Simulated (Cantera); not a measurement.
A closed system holds: 1 mol SiCl4, 0.69 mol NH3, 16 mol N2, equilibrated at 848.15 K and 0.000320 bar.

Equilibrium computed with Cantera from the NASA thermochemical tables; the gas is ideal and each condensed phase is pure. Candidate condensed phases: NH4Cl, Si, Si3N4; 28 gas species. Kinetics and transport are ignored.

Q: What is the equilibrium state?

A: 
```json
{
  "x(N2)": "0.867",
  "x(HCl)": "0.0913",
  "x(SiCl4)": "0.0312",
  "x(H2)": "0.0102",
  "x(SiHCl3)": "5.68e-6",
  "x(SiCl3)": "5.44e-6",
  "n(Si3N4(s))": "0.141 mol",
  "gas_amount": "18.52 mol",
  "log10 activity of Si(s) (absent)": "-7.15"
}
```
